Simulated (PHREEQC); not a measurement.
1 kg of water holding 0.26 mol/kgw NaCl, 0.019 mol/kgw Na2SO4, 0.051 mol/kgw MgSO4 and 0.0079 mol/kgw K2SO4 is evaporated at 90 °C; the solids stay in contact with the brine. CO2 from the air is kept out. The run lets Arcanite, Bischofite, Bloedite, Brucite, Carnallite, Epsomite, Glaserite, Halite, Hexahydrite, Kainite, Kieserite, Leonite, Mirabilite, Misenite, Schoenite, Sylvite, Thenardite, MgCl2_4H2O precipitate or redissolve, and no other solid.

The series has 22 steps of water left (kg), from 1 to 0.01627.

Equilibrium calculation in PHREEQC: Pitzer model, pitzer.dat.

Q: Which solids form, in which order, and at which step of the series does each first stand?

A: Thenardite from water left = 0.05275 kg; Halite from water left = 0.03564 kg.

At this temperature some constants are extrapolated from 25 °C, and those without enthalpy data are left unchanged.
